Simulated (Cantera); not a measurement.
Charge: 1 mol Pb, 0.12 mol CO, 84 mol N2, equilibrated at 2.00 bar.

Equilibrium computed with Cantera from the NASA thermochemical tables; the gas is ideal and each condensed phase is pure. Candidate condensed phases: C, Pb, PbO, PbO2, Pb3O4; 27 gas species. Kinetics and transport are ignored.

What share of the Pb ends up in condensed phases as a function of T (K), at 750, 850, 950, 1050, 1150, 1250, 1350, 1450, 1550?


```tsv
T (K)	Pb condensed (%)	as
750	100.0	Pb(l)
850	100.0	Pb(l)
950	100.0	Pb(l)
1050	99.8	Pb(l)
1150	98.8	Pb(l)
1250	94.4	Pb(l)
1350	79.4	Pb(l)
1450	36.8	Pb(l)
1550	0.0	-
```
